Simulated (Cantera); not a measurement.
An isothermal, constant-pressure homogeneous reactor starts with H2 : O2 = 0.45 : 1 (molar parts), equivalence ratio 0.23, at 1325 K and 3.98 Torr. Integrator tolerance rtol = 1e-08.

Computed with Cantera and the H2/O2 subset of GRI-Mech 3.0, which has no nitrogen chemistry. Radical loss at walls, strong at low pressure, is not modelled. The temperature is held fixed by assumption; the heat of reaction is taken as removed at once.

What does this change do: pressure from 3.98 Torr to 20.0 Torr?


| quantity | before | after |
|---|---|---|
| x(H2) at 20.0 s | 1.53e-6 (gas-phase equilibrium 8.57e-7) | 3.82e-7 (gas-phase equilibrium 3.82e-7) |
| x(O2) at 20.0 s | 0.633 (gas-phase equilibrium 0.633) | 0.633 (gas-phase equilibrium 0.633) |
| x(H) at 20.0 s | 4.99e-8 (gas-phase equilibrium 2.09e-8) | 6.23e-9 (gas-phase equilibrium 6.23e-9) |
| x(H2O2) at 20.0 s | 1.99e-9 (gas-phase equilibrium 1.41e-9) | 3.16e-9 (gas-phase equilibrium 3.16e-9) |
| x(H2O) at 20.0 s | 0.367 (gas-phase equilibrium 0.367) | 0.367 (gas-phase equilibrium 0.367) |
| x(OH) at 20.0 s | 0.000175 (gas-phase equilibrium 0.000131) | 8.74e-5 (gas-phase equilibrium 8.74e-5) |
| x(HO2) at 20.0 s | 4.72e-8 (gas-phase equilibrium 5.59e-8) | 8.37e-8 (gas-phase equilibrium 8.37e-8) |
